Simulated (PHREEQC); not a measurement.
Solution (40 °C): 0.0014 mol/kgw HF, 0.0008 mol/kgw (CH3)4NF, 4.6e-06 mol/kgw H4SiO4 and 0.002 mol/kgw H2SO4. Closed to the air; pH follows from the charge balance.

The numbers come from PHREEQC with the ion-association model, wateq4f.dat.

```tsv
quantity	before	after
pH	2.54	3.41
ionic strength (mol/kgw)	0.00541	0.00701
HF (mol/kgw)	0.00183	0.000898
SO4-2 (mol/kgw)	0.00153	0.00186
HSO4- (mol/kgw)	0.000474	7.56e-5
F- (mol/kgw)	0.000351	0.00129
SI of Quartz (SiO2)	-1.58	-1.58
```

Task: What was changed between the two runs?
A) temperature from 40 to 60 °C
B) (CH3)4NF replaced by LiF at the same molality
C) temperature from 40 to 90 °C
D) H2SO4 replaced by (NH4)2SO4 at the same molality
E) (CH3)4NF from 0.0008 to 0.00088 mol/kgw

Result: D, H2SO4 replaced by (NH4)2SO4 at the same molality

No solid was allowed to form. (CH3)4N+ isn't in the database: it is added as a free cation with an ion size of 4 Å. Constants without temperature data keep their 25 °C values here. SiF6-2 is the database's only silicon fluoride.
